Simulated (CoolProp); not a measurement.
Values from CoolProp's reference Helmholtz-energy equation of state, Aleksandrov 2011. It is a short technical equation, of lower accuracy than the large ones.

### Question
Give the vapour pressure (bar), liquid density (kg/m³), liquid cp (kJ/(kg K)) of saturated n-undecane at 439.7, 494, 561.9 K.

### Answer
```
T (K)  p (bar)  liquid density (kg/m³)  liquid cp (kJ/(kg K))
-----  -------  ----------------------  ---------------------
439.7    0.466                     625                   2.76
494       1.80                     576                   2.99
561.9     6.42                     499                   3.34
```
